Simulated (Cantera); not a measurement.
Cantera run:

```python
import numpy as np
import cantera as ct

gas_names = """
    AL ALH ALN AL2 H H2 N NH NH2 NH3 N2 N2H2 N2H4
""".split()
cond_names = """
    AL(cr) AL(L) ALN(s)
""".split()


# ... load() reads the species with a 1 bar reference pressure and builds the phases ...
atoms = {
    'AlN': {'AL': 1, 'N': 1},
    'H2': {'H': 2},
    'N2': {'N': 2},
}
top_T = {'ALN(s)': 2750}  # K; cautious upper limits of use, not melting points


# ... equilibrate(T, P, feed) seeds the gas with the atoms and calls Mixture.equilibrate('TP', solver="vcs", rtol=1e-11, max_steps=5000) ...
results = []
feed = {'AlN': 1, 'H2': 760, 'N2': 80}  # mol
T = 1073  # K
P = 10000  # Pa
mix = equilibrate(T, P, feed)
results.append((T, P, feed, dict(zip(mix.species_names, mix.species_moles))))
print(gas.report(threshold=0.001))
for i in range(1, mix.n_phases):
    print(f"{mix.phase(i).name:16s} {mix.phase_moles(i):12.5e} mol")
```

It prints:

```
       temperature   1073 K
          pressure   10000 Pa
           density   0.0050351 kg/m^3
  mean mol. weight   4.492 kg/kmol
   phase of matter   gas

                          1 kg             1 kmol
                     ---------------   ---------------
          enthalpy        5.1185e+06        2.2993e+07  J
   internal energy        3.1324e+06        1.4071e+07  J
           entropy             43644        1.9605e+05  J/K
    Gibbs function       -4.1711e+07       -1.8737e+08  J
 heat capacity c_p            6845.8             30751  J/K
 heat capacity c_v            4994.8             22437  J/K

                      mass frac. Y      mole frac. X     chem. pot. / RT
                     ---------------   ---------------   ---------------
                H2           0.40605           0.90476           -20.086
                N2           0.59391          0.095234           -29.701
     [  +11 minor]        3.7288e-05        9.8745e-06

AL(L)             0.00000e+00 mol
ALN(s)            1.00000e+00 mol
```

Cantera equilibrium calculation (NASA polynomials, part measured and part estimated; ideal gas, pure solids and liquids).
